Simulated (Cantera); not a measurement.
What does this Cantera script print?

```python
import numpy as np
import cantera as ct

gas_names = """
    F FO FO2 F2 F2O H HF HOF HO2 H2 H2F2 H2O H2O2 H3F3 H4F4 H5F5 H6F6 H7F7 O OH O2 O3 Si SiF SiF2 SiF3
    SiF4 SiH SiHF3 SiH2 SiH2F2 SiH3 SiH3F SiH4 SiO SiO2 Si2 Si3
""".split()
cond_names = """
    H2O(s) H2O(L) Si(cr) Si(L) SiO2(Lqz) SiO2(hqz) SiO2(L)
""".split()


# ... load() reads the species with a 1 bar reference pressure and builds the phases ...
atoms = {
    'SiF4': {'Si': 1, 'F': 4},
    'O3': {'O': 3},
    'H2': {'H': 2},
}
top_T = {}  # K; cautious upper limits of use, not melting points


# ... equilibrate(T, P, feed) seeds the gas with the atoms and calls Mixture.equilibrate('TP', solver="vcs", rtol=1e-11, max_steps=5000) ...
results = []
feed = {'SiF4': 1, 'O3': 2.7, 'H2': 79}  # mol
P = 10000  # Pa
for T in [973, 1123, 1273, 1423, 1573, 1723, 1873, 2023]:
    mix = equilibrate(T, P, feed)
    results.append((T, P, feed, dict(zip(mix.species_names, mix.species_moles))))

top = {s: max(r[3][s] / sum(r[3][g] for g in gas_names) for r in results) for s in gas_names}
cols = sorted((s for s in top if top[s] > 1e-05), key=lambda s: -top[s])[:9]
seen = [c for c in cond_names if any(r[3].get(c, 0) > 1e-12 for r in results)]
print("log10 of partial pressures in bar; condensed amounts in mol")
print(f"{'T/K':>10s}" + "".join(f"{s[:9]:>10s}" for s in cols + seen))
for T, P, feed, n in results:
    ng = sum(n[g] for g in gas_names)
    print(f"{T:10.4g}" + "".join(f"{np.log10(max(n[s] / ng * P / 1e5, 1e-99)):10.3f}" for s in cols)
          + "".join(f"{n.get(c, 0):10.4g}" for c in seen))
```

Result:

```
log10 of partial pressures in bar; condensed amounts in mol
       T/K        H2       H2O        HF       SiO         H      SiF4        OH SiO2(hqz)   SiO2(L)
       973    -1.058    -2.117    -2.326   -18.036    -9.495    -4.255   -13.302     0.955         0
      1123    -1.058    -2.122    -2.310   -14.080    -7.900    -4.957   -11.252    0.9911         0
      1273    -1.058    -2.123    -2.307   -11.077    -6.676    -5.540    -9.679    0.9977         0
      1423    -1.058    -2.123    -2.307    -8.722    -5.707    -6.010    -8.435    0.9992         0
      1573    -1.058    -2.123    -2.307    -6.828    -4.920    -6.393    -7.427    0.9995         0
      1723    -1.058    -2.123    -2.307    -5.277    -4.268    -6.716    -6.594         0    0.9955
      1873    -1.060    -2.118    -2.307    -4.007    -3.720    -7.018    -5.889         0    0.9199
      2023    -1.070    -2.073    -2.312    -2.986    -3.257    -7.380    -5.241         0    0.1518
```

Cantera equilibrium calculation (NASA polynomials, part measured and part estimated; ideal gas, pure solids and liquids). The tables hold silica as quartz up to 1696 K and as liquid above; real silica turns to tridymite and cristobalite and melts near 1996 K.
